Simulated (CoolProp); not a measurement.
R22 at 265.02 K and 0.0194 MPa is throttled through a valve to 0.012 MPa with no heat exchange. Each further row changes one setting.

Model: reference Helmholtz-energy equation of state, Kamei 1995, in CoolProp.

```tsv
case	temperature change (K)	final density (kg/m³)
as stated	-0.2	0.473
outlet pressure 0.0036 MPa	-0.5	0.142
outlet pressure 0.0156 MPa	-0.1	0.614
```
